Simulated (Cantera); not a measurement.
What does this Cantera script print?

```python
import numpy as np
import cantera as ct

gas = ct.Solution("gri30.yaml")
gas.TPX = 350, 1000000, {'CO': 1, 'H2': 1.1, 'CH4': 0.73, 'O2': 2.51, 'N2': 9.44}
flame = ct.FreeFlame(gas, width=0.008)
flame.set_refine_criteria(ratio=3, slope=0.08, curve=0.16)
flame.transport_model = "unity-Lewis-number"
flame.solve(loglevel=0, auto=True)
z, T = flame.grid, flame.T
thick = (T[-1] - T[0]) / np.gradient(T, z).max()
show = ['CO', 'H2', 'CH4', 'NO', 'O2', 'CO2']
print(f"laminar burning velocity  {flame.velocity[0] * 100:.3f} cm/s")
print(f"burnt temperature         {T[-1]:.1f} K")
print(f"thermal thickness         {thick * 1e3:.4f} mm")
print(f"grid points               {len(z)}")
z0 = z[flame.heat_release_rate.argmax()]
print(f"{'z/mm':>9s}{'T/K':>9s}{'u/(m/s)':>9s}" + "".join(f"{s:>11s}" for s in show))
rows = []
for k in (-3, -2, -1.5, -1, -0.5, -0.25, 0, 0.25, 0.5, 1, 2, 4, 8):
    zz = z0 + k * thick
    rows.append([k * thick, np.interp(zz, z, T), np.interp(zz, z, flame.velocity),
                 *(np.interp(zz, z, flame.X[gas.species_index(s)]) for s in show)])
    print(f"{rows[-1][0] * 1e3:9.3f}{rows[-1][1]:9.1f}{rows[-1][2]:9.3f}" + "".join(f"{x:11.3e}" for x in rows[-1][3:]))
```

It prints:

```
laminar burning velocity  37.329 cm/s
burnt temperature         2385.1 K
thermal thickness         0.0550 mm
grid points               135
     z/mm      T/K  u/(m/s)         CO         H2        CH4         NO         O2        CO2
   -0.165    350.8    0.374  6.766e-02  7.440e-02  4.937e-02  1.014e-09  1.698e-01  2.288e-05
   -0.110    354.6    0.378  6.764e-02  7.428e-02  4.927e-02  6.398e-09  1.695e-01  1.392e-04
   -0.082    369.1    0.394  6.760e-02  7.383e-02  4.888e-02  2.988e-08  1.685e-01  5.795e-04
   -0.055    462.7    0.492  6.728e-02  7.090e-02  4.637e-02  2.796e-07  1.620e-01  3.453e-03
   -0.027    926.5    0.977  6.562e-02  5.525e-02  3.293e-02  4.261e-06  1.274e-01  1.881e-02
   -0.014   1374.9    1.436  6.370e-02  3.843e-02  1.838e-02  1.179e-05  9.006e-02  3.565e-02
    0.000   1837.5    1.899  5.809e-02  1.902e-02  3.430e-03  2.146e-05  4.681e-02  5.796e-02
    0.014   2051.1    2.100  4.447e-02  9.927e-03  1.184e-04  3.123e-05  2.581e-02  7.726e-02
    0.027   2145.2    2.181  3.418e-02  8.042e-03  3.101e-06  3.795e-05  1.918e-02  8.859e-02
    0.055   2237.7    2.259  2.460e-02  6.409e-03  5.968e-09  4.670e-05  1.385e-02  9.905e-02
    0.110   2309.1    2.318  1.764e-02  4.691e-03  8.303e-13  5.804e-05  9.881e-03  1.067e-01
    0.220   2353.8    2.355  1.317e-02  3.499e-03  3.216e-15  7.338e-05  7.311e-03  1.116e-01
    0.440   2376.9    2.374  1.077e-02  2.873e-03  5.978e-16  9.655e-05  5.929e-03  1.142e-01
```

Computed with Cantera and GRI-Mech 3.0 (53 species, 325 reactions). Unity Lewis numbers drop preferential diffusion, which matters most where H2 and H carry the flame. Burning velocities carry a grid error of a few per cent, more on coarse grids.
